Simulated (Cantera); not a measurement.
A closed system holds: 1 mol Fe2O3, 1.8 mol H2, at 900 Torr.

Equilibrium computed with Cantera from the NASA thermochemical tables; the gas is ideal and each condensed phase is pure. Candidate condensed phases: Fe, FeO, Fe(OH)2, Fe(OH)3, Fe2O3, Fe3O4, H2O; 12 gas species. The tables' stoichiometric FeO is somewhat more stable than real wüstite, so its field is too wide. FeO: taken at fixed stoichiometry. Kinetics and transport are ignored.

**Question.** Which condensed phases are stable at each of these points (T (K)): 1100, 1200, 1300, 1400, 1500, 1600, 1700, 1800, 1900, 2000, 2100?

**Answer.** 
```
T (K)  condensed phases  Fe condensed (%)
-----  ----------------  ----------------
1100             FeO(s)             100.0
1200             FeO(s)             100.0
1300             FeO(s)             100.0
1400             FeO(s)             100.0
1500             FeO(s)             100.0
1600             FeO(s)             100.0
1700             FeO(l)             100.0
1800             FeO(l)             100.0
1900             FeO(l)             100.0
2000             FeO(l)             100.0
2100             FeO(l)              99.9
```

From 1100 K to 1600 K the condensed part is FeO(s). From 1700 K to 2100 K the condensed part is FeO(l).
